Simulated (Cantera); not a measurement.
A freely propagating, adiabatic, planar premixed flame of 26.2 % CO, 9.16 % H2, 13.6 % O2, 51.1 % N2, equivalence ratio 1.3, unburnt at 650 K and 750 Torr; mixture-averaged transport, grid criteria slope 0.08 and curve 0.16, no radiation.

Cantera simulation using GRI-Mech 3.0 (53 species, 325 reactions); the numbers are that mechanism's predictions, not measurements. Burning velocities carry a grid error of a few per cent, more on coarse grids.

**Question.** Predict: laminar burning velocity; thermal thickness; peak x(HO2); peak x(H).

**Answer.** 
| Property | Result |
|---|---|
| laminar burning velocity | 405 cm/s |
| thermal thickness | 0.692 mm |
| peak x(HO2) | 0.000217 |
| peak x(H) | 0.0319 |
